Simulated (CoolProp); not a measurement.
Vapour-liquid equilibrium of R124 (1) + R142b (2) at 1.49 MPa; x and y are mole fractions of (1).

Model: multi-fluid Helmholtz-energy mixture model, de Vries 1995 and Lemmon 2006; pair parameters Bell 2016, in CoolProp.

```
x     bubble temperature (°C)  y at the bubble point  dew temperature at overall composition x (°C)  liquid density (mol/L)
----  -----------------------  ---------------------  ---------------------------------------------  ----------------------
0.05                     83.3                  0.053                                           83.3                   9.272
0.15                     82.8                  0.159                                           82.9                   9.171
0.25                     82.3                  0.263                                           82.4                   9.071
0.35                     81.8                  0.367                                           81.9                   8.973
0.45                     81.3                  0.469                                           81.4                   8.876
0.55                     80.7                  0.571                                           80.9                   8.780
0.65                     80.1                  0.671                                           80.3                   8.685
0.75                     79.4                  0.769                                           79.6                   8.591
0.85                     78.7                  0.864                                           78.8                   8.498
0.95                     77.9                  0.956                                           77.9                   8.404
```

No azeotrope shows between x = 0.05 and 0.95.

The pair parameters rest on a limited set of measurements; away from them the model extrapolates.
